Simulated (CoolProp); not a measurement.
The numbers come from the reference Helmholtz-energy equation of state, Lemmon 2006 in CoolProp. It is a short technical equation, of lower accuracy than the large ones.

Task: Give the vapour pressure (MPa), liquid density (kg/m³), vapour density (kg/m³), enthalpy of vaporisation (kJ/kg) of saturated R142b at -78.95, -59.25, -50.85 °C.

Result: 
```csv
T (°C),p (MPa),liquid density (kg/m³),vapour density (kg/m³),enthalpy of vaporisation (kJ/kg)
-78.95,0.00173,1340,0.108,260
-59.25,0.00750,1300,0.427,250
-50.85,0.0128,1280,0.702,245
```
